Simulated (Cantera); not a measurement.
Charge: 1 mol Fe₂O₃, 1.6 mol H₂S, 8.5 mol N₂, equilibrated at 0.360 bar.

Method: chemical equilibrium by Gibbs-energy minimisation in Cantera with the NASA 1993 tables (ideal gas, pure condensed phases). Candidate condensed phases: Fe, FeO, Fe(OH)₂, Fe(OH)₃, FeS, FeSO₄, FeS₂, Fe₂O₃, Fe₂(SO₄)₃, Fe₃O₄, H₂O, H₂SO₄, S; 38 gas species. Metal and sulfide melt together well below either melting point, which pure phases cannot show. Mutual solubility and eutectic melting of coexisting phases are not modelled. The tables' stoichiometric FeO is somewhat more stable than real wüstite, so its field is too wide. FeO, FeS: taken at fixed stoichiometry. The numbers say what is thermodynamically allowed, not how fast it happens.

### Question
At 1498 K, list the 4 most abundant gas species with their mole fractions, and the condensed phases.

### Answer
N₂ 0.806, H₂O 0.130, SO₂ 0.0261, H₂ 0.0168. Condensed: FeO(s) + FeS(l).
